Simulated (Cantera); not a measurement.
A Cantera script and what it prints.

```python
import numpy as np
import cantera as ct

gas_names = """
    H H2 N NH NH2 NH3 N2 N2H2 N2H4 Si SiH SiH2 SiH3 SiH4 SiN Si2 Si2N Si3
""".split()
cond_names = """
    Si(cr) Si(L) Si3N4(a)
""".split()


# ... load() reads the species with a 1 bar reference pressure and builds the phases ...
atoms = {
    'Si3N4': {'Si': 3, 'N': 4},
    'H2': {'H': 2},
}
top_T = {'Si3N4(a)': 2400}  # K; cautious upper limits of use, not melting points


# ... equilibrate(T, P, feed) seeds the gas with the atoms and calls Mixture.equilibrate('TP', solver="vcs", rtol=1e-11, max_steps=5000) ...
results = []
feed = {'Si3N4': 1, 'H2': 210}  # mol
P = 69  # Pa
for T in [923, 948, 973, 998, 1023, 1048, 1073, 1098, 1123, 1148, 1173, 1198]:
    mix = equilibrate(T, P, feed)
    results.append((T, P, feed, dict(zip(mix.species_names, mix.species_moles))))

top = {s: max(r[3][s] / sum(r[3][g] for g in gas_names) for r in results) for s in gas_names}
cols = sorted((s for s in top if top[s] > 1e-06), key=lambda s: -top[s])[:5]
seen = [c for c in cond_names if any(r[3].get(c, 0) > 1e-12 for r in results)]
print("log10 of partial pressures in bar; condensed amounts in mol")
print(f"{'T/K':>10s}" + "".join(f"{s[:9]:>10s}" for s in cols + seen))
for T, P, feed, n in results:
    ng = sum(n[g] for g in gas_names)
    print(f"{T:10.4g}" + "".join(f"{np.log10(max(n[s] / ng * P / 1e5, 1e-99)):10.3f}" for s in cols)
          + "".join(f"{n.get(c, 0):10.4g}" for c in seen))
```

Output:

```
log10 of partial pressures in bar; condensed amounts in mol
       T/K        H2        N2         H    Si(cr)  Si3N4(a)
       923    -3.161   -12.414   -11.192 1.297e-07         1
       948    -3.161   -11.856   -10.861 5.845e-07         1
       973    -3.161   -11.328   -10.547 2.089e-06         1
       998    -3.161   -10.826   -10.248 6.749e-06         1
      1023    -3.161   -10.349    -9.964 2.036e-05         1
      1048    -3.161    -9.895    -9.693 5.806e-05         1
      1073    -3.161    -9.462    -9.434 0.0001574    0.9999
      1098    -3.161    -9.049    -9.187 0.0004075    0.9999
      1123    -3.161    -8.655    -8.951   0.00101    0.9997
      1148    -3.161    -8.278    -8.725  0.002406    0.9992
      1173    -3.161    -7.917    -8.509   0.00552    0.9982
      1198    -3.161    -7.572    -8.302   0.01222    0.9959
```

These are equilibrium values from Cantera (NASA tables, ideal gas, pure condensed phases), not measurements of a reactor. Mutual solubility and eutectic melting of coexisting phases are not modelled.
